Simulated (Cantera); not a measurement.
A closed system holds: 1 mol C₂F₆, 0.47 mol Si, at 1650 K and 1.90 Pa.

Equilibrium computed with Cantera from the NASA thermochemical tables; the gas is ideal and each condensed phase is pure. Candidate condensed phases: C, Si, SiC; 23 gas species. The feed counts by its element totals alone. Gases not in the tables: C₂F₆ and larger saturated fluorocarbons. Rates play no part.

Base state: CF₄ 0.590, SiF₄ 0.290, F 0.0604, CF₂ 0.0575, CF₃ 0.00167, CF 3.38e-5 (mole fractions); condensed: C(graphite).

Task: What changes in the equilibrium state with this change: pressure from 1.90 Pa to 13300 Pa?

Result: 
```
species            before     after
----------------  -------  --------
CF₄                 0.590     0.686
SiF₄                0.290     0.313
CF₂                0.0575  0.000739
F                  0.0604   8.18e-5
CF                3.38e-5   4.58e-8
CF₃               0.00167  0.000204
C(graphite), mol    0.947     0.969
```
